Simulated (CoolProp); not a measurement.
Values from CoolProp's reference Helmholtz-energy equation of state, Wu 2012.

**Question.** Give the vapour pressure (MPa), liquid density (kg/m³), vapour density (kg/m³), enthalpy of vaporisation (kJ/kg) of saturated fluoroethane (R161) at -85.95, -54.75, 85.65 °C.

**Answer.** 
```csv
T (°C),p (MPa),liquid density (kg/m³),vapour density (kg/m³),enthalpy of vaporisation (kJ/kg)
-85.95,0.00555,883,0.172,473
-54.75,0.0428,842,1.15,443
85.65,3.67,522,109,184
```
